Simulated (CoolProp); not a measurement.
Vapour-liquid equilibrium of diethyl ether (1) + methanol (2) at 429.5 K; x and y are mole fractions of (1).

The numbers come from the multi-fluid Helmholtz-energy mixture model, Thol 2014 and de Reuck 1993; pair parameters Bell 2016 in CoolProp.

```
x      bubble pressure (MPa)  y at the bubble point  dew pressure at overall composition x (MPa)  liquid density (mol/L)
-----  ---------------------  ---------------------  -------------------------------------------  ----------------------
0.05                   1.720                  0.091                                        1.673                   18.45
0.125                  1.849                  0.199                                        1.760                   16.60
0.2                    1.952                  0.285                                        1.851                   15.01
0.275                  2.034                  0.356                                        1.941                   13.64
0.35                   2.096                  0.419                                        2.027                   12.44
0.425                  2.142                  0.477                                        2.101                   11.40
0.5                    2.175                  0.533                                        2.157                   10.49
0.575                  2.193                  0.589                                        2.190                   9.695
0.65                   2.198                  0.647                                        2.198                   9.000
0.725                  2.188                  0.709                                        2.183                   8.395
0.8                    2.162                  0.776                                        2.149                   7.869
0.875                  2.116                  0.851                                        2.099                   7.413
0.95                   2.050                  0.936                                        2.038                   7.018
```

y crosses x between x = 0.575 and 0.65: the model has an azeotrope there.

The pair parameters rest on a limited set of measurements; away from them the model extrapolates.
